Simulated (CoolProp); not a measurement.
Vapour-liquid equilibrium of CH2F2 (R32) (1) + R1234yf (2) at 279.5 K; x and y are mole fractions of (1).

Computed with CoolProp (multi-fluid Helmholtz-energy mixture model, Tillner-Roth 1997 and Lemmon 2022; pair parameters Bell 2023).

**Question.** Give the bubble pressure and the first vapour's composition at x = 0.05, 0.275, 0.575. Is there an azeotrope?

**Answer.** x = 0.05: 0.4366 MPa, y = 0.139; x = 0.275: 0.6295 MPa, y = 0.511; x = 0.575: 0.8203 MPa, y = 0.743. No azeotrope shows between x = 0.05 and 0.95.

Pair parameters are fitted to limited data, so mixtures are less certain than the pure fluids.
